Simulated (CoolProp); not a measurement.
A Linde-Hampson liquefier for nitrogen: isothermal reversible compression at 250 K from 1 atm to 30 MPa, throttling to 1 atm, return gas leaving the recuperator 0 K below the feed. Each further row changes one setting.

The numbers come from the reference Helmholtz-energy equation of state, Span 2000 in CoolProp.

| case | liquid yield per pass | compression work (kJ/kg of gas) |
|---|---|---|
| as stated | 0.150 | 418 |
| high pressure 60 MPa | 0.139 | 485 |
| warm-end temperature 280 K | 0.109 | 474 |
| warm-end gap 5 K | 0.138 | 418 |
